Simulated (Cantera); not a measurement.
Input (Python, Cantera) and output of one run.

```python
import numpy as np
import cantera as ct

gas_names = """
    C CN CO CO2 C2 CCN CNC C2N2 C2O C3 C3O2 C4 C4N2 C5 N NCO NO NO2 NO3 N2 N2O O O2 O3 Si SiC SiC2 SiN
    SiO SiO2 Si2 Si2C Si2N Si3
""".split()
cond_names = """
    C(gr) Si(cr) Si(L) SiC(b) SiO2(Lqz) SiO2(hqz) SiO2(L) Si2N2O(s) Si3N4(a)
""".split()


# ... load() reads the species with a 1 bar reference pressure and builds the phases ...
atoms = {
    'SiO2': {'Si': 1, 'O': 2},
    'CO': {'C': 1, 'O': 1},
    'N2': {'N': 2},
}
top_T = {'C(gr)': 4500, 'SiC(b)': 3050, 'Si2N2O(s)': 2100, 'Si3N4(a)': 2400}  # K; cautious upper limits of use, not melting points


# ... equilibrate(T, P, feed) seeds the gas with the atoms and calls Mixture.equilibrate('TP', solver="vcs", rtol=1e-11, max_steps=5000) ...
results = []
feed = {'SiO2': 1, 'CO': 11, 'N2': 18}  # mol
T = 1298  # K
P = 17  # Pa
mix = equilibrate(T, P, feed)
results.append((T, P, feed, dict(zip(mix.species_names, mix.species_moles))))
x = sorted(zip(gas.X, gas.species_names), reverse=True)
print(f"T = {T:g} K  P = {P:g} Pa  gas = {mix.phase_moles(0):.4g} mol")
print("   x: " + "  ".join(f"{s} {v:.3e}" for v, s in x if v > 1e-05))
print("   condensed (mol): " + ("  ".join(f"{mix.phase(i).name} {mix.phase_moles(i):.4g}"
      for i in range(1, mix.n_phases) if mix.phase_moles(i) > 1e-12) or "none"))
```

It prints:

```
T = 1298 K  P = 17 Pa  gas = 29 mol
   x: N2 6.207e-01  CO 3.792e-01  SiO 4.975e-05  CO2 4.975e-05
   condensed (mol): SiO2(hqz) 0.9986
```

Method: chemical equilibrium by Gibbs-energy minimisation in Cantera with the NASA 1993 tables (ideal gas, pure condensed phases). The tables hold silica as quartz up to 1696 K and as liquid above; real silica turns to tridymite and cristobalite and melts near 1996 K.
